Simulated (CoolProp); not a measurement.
Vapour-liquid equilibrium of R143a (1) + dimethyl ether (2) at 0.0656 MPa; x and y are mole fractions of (1).

Computed with CoolProp (multi-fluid Helmholtz-energy mixture model, Lemmon and Jacobsen 2000 and Wu 2011; pair parameters Bell 2016).

Problem. Give the bubble temperature and the first vapour's composition at x = 0.15, 0.75, 0.95. Is there an azeotrope?

Solution. x = 0.15: -40.3 °C, y = 0.358; x = 0.75: -52.8 °C, y = 0.889; x = 0.95: -55.4 °C, y = 0.979. No azeotrope shows between x = 0.05 and 0.95.

The pair parameters rest on a limited set of measurements; away from them the model extrapolates.
